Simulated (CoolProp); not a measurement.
Dimethyl carbonate along the isobar 8.67 MPa: fugacity coefficient from the reference equation and from simpler models built on Tc = 283.9 °C, pc = 4.909 MPa, ω = 0.346; each cubic takes its own stable root.

Values from CoolProp's reference Helmholtz-energy equation of state, Zhou 2011.

```tsv
T (°C)	phase	reference
261.55	liquid	0.3443
267.45	liquid	0.3648
273.45	liquid	0.3860
279.35	liquid	0.4070
285.35	supercritical	0.4285
291.25	supercritical	0.4495
297.15	supercritical	0.4704
303.15	supercritical	0.4914
309.05	supercritical	0.5115
314.95	supercritical	0.5309
320.95	supercritical	0.5499
326.85	supercritical	0.5675
```

How far does each simpler model (van der Waals, Redlich-Kwong, Peng-Robinson) lie from the reference over these 12 states: mean and median of the absolute difference, and the worst?


- van der Waals: mean 9.6 %, median 8.1 %, worst +24.0 % at 261.55 °C and 8.67 MPa
- Redlich-Kwong: mean 3.6 %, median 2.4 %, worst +9.7 % at 261.55 °C and 8.67 MPa
- Peng-Robinson: mean 1.1 %, median 1.1 %, worst -1.8 % at 326.85 °C and 8.67 MPa
